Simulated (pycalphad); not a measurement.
Phase fractions of Si-0.5601C (wt.%)

Computed with pycalphad from the COST 507 light-alloy database (1999), at 1 atm. The database dates from 1999; later assessments differ in places, in temperatures and in the compounds included. Phase fractions are per mole of atoms. Kinetics are ignored, which matters at the lower temperatures.

```tsv
T (°C)	LIQUID	CSI	DIAMOND_A4
2277	1.000	-	-
2177	0.992	0.008	-
2077	0.984	0.016	-
1977	[?]	[?]	-
1877	0.977	0.023	-
1777	0.975	0.025	-
1677	0.975	0.025	-
1577	0.974	0.026	-
1477	0.974	0.026	-
1377	-	0.026	0.974
1277	-	0.026	0.974
1177	-	0.026	0.974
1077	-	0.026	0.974
977	-	0.026	0.974
877	-	0.026	0.974
777	-	0.026	0.974
677	-	0.026	0.974
577	-	0.026	0.974
477	-	0.026	0.974
377	-	0.026	0.974
277	-	0.026	0.974
```

Task: What belongs in the gaps?

Result: 
- 1977, LIQUID: 0.980
- 1977, CSI: 0.020

Database names, with the compositions (at.%) that they take in these runs: CSI: Si 50 C 50. DIAMOND_A4 is diamond (Si).
